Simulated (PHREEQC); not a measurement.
Make-up at 31 °C: 0.61 mol/kgw KCl, 0.59 mol/kgw SrCl2 and 0.0001 mol/kgw H4SiO4. Closed to the air; pH follows from the charge balance.

Computed with PHREEQC (Pitzer model, pitzer.dat).

Question: The ionic strength comes out as 2.38 mol/kgw. What activity coefficients do K+, Cl-, Sr+2 get?

Answer: K+ 0.63, Cl- 0.57, Sr+2 0.25. Single-ion values are on the MacInnes scale.

Precipitation was switched off in this run. Species that the database lacks are ignored. In brines, pH and single-ion activities rest on the MacInnes convention.
